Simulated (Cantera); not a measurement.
Charge: 1 mol SiH4, 0.098 mol C3H8, 6.1 mol H2, 0.02 mol CH4, held at 1.00 Torr.

Cantera equilibrium calculation (NASA polynomials, part measured and part estimated; ideal gas, pure solids and liquids). Candidate condensed phases: C, C6H6, C7H8, C8H18, Si, SiC; 87 gas species. Mutual solubility and eutectic melting of coexisting phases are not modelled. Gases not in the tables: Si2H6 and higher silanes. Equilibrium is a limit: real reactors are often held back by kinetics, nucleation or transport.

Task: What share of the Si ends up in condensed phases as a function of T (K), at 973, 1173, 1373, 1573, 1773, 1973, 2173, 2373, 2573?

Result: 
```
T (K)  Si condensed (%)              as
-----  ----------------  --------------
973               100.0  Si(s) + SiC(s)
1173              100.0  Si(s) + SiC(s)
1373              100.0  Si(s) + SiC(s)
1573              100.0  Si(s) + SiC(s)
1773               98.5  Si(l) + SiC(s)
1973               76.7  Si(l) + SiC(s)
2173               26.5          SiC(s)
2373                0.0               -
2573                0.0               -
```
